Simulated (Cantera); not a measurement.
Charge: 1 mol CuO, 0.52 mol C, 2.4 mol H₂, held at 1723.15 K and 975 Torr.

These are equilibrium values from Cantera (NASA tables, ideal gas, pure condensed phases), not measurements of a reactor. Candidate condensed phases: C, C₆H₆, C₇H₈, C₈H₁₈, Cu, CuO, Cu(OH)₂, Cu₂O, H₂O; 113 gas species. Rates play no part.

Base state: H₂ 0.668, CO 0.167, H₂O 0.153, CO₂ 0.0109, Cu 0.000164, H 0.000131 (mole fractions); condensed: Cu(l).

Question: What changes in the equilibrium state with this change: CuO replaced by TiO₂?

Answer: 
| species | before | after |
|---|---|---|
| H₂ | 0.668 | 0.824 |
| CO | 0.167 | 0.176 |
| H₂O | 0.153 | 0.000425 |
| CO₂ | 0.0109 | 2.58e-5 |
| Cu | 0.000164 | 0 |
| CH₄ | 2.35e-7 | 0.000167 |
| H | 0.000131 | 0.000145 |
| Cu(l), mol | 1.000 | 0 |
| TiC(s), mol | 0 | 0.00832 |
| Ti₂O₃(s), mol | 0 | 0.496 |
Mutual solubility and eutectic melting of coexisting phases are not modelled. TiC: taken at fixed stoichiometry. Further candidate phases: Ti, TiC, TiO, TiO₂, Ti₂O₃, Ti₃O₅, Ti₄O₇.
